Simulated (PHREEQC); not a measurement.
## City or well water (model solution)

Model water analysis in mmol/kgw, 25 °C, pH 6.24, pe 11.6:

```
constituent           mmol/kgw
--------------------  --------
Na                        1.74
K                         1.48
Ca                        2.42
Mg                       0.581
Cl                        3.89
S(6)                     0.926
Alkalinity (meq/kgw)      3.55
Pb                     0.00877
```

Cl is adjusted to close the charge balance.
Valence states are taken as typed.

Equilibrium calculation in PHREEQC: ion-association model, wateq4f.dat.

This is a speciation only: nothing precipitates in the calculation.

### Question
Predict the ionic strength.

### Answer
ionic strength 0.0123 mol/kgw.

### Question
In which forms is Pb present?

### Answer
PbCO3 48 %, PbHCO3+ 30 %, Pb+2 17 %, PbSO4 2.9 %, PbCl+ 1.7 % of the Pb.

Examples of supersaturated solids here: Cerrusite. Others may be too. Species that the database lacks are ignored.
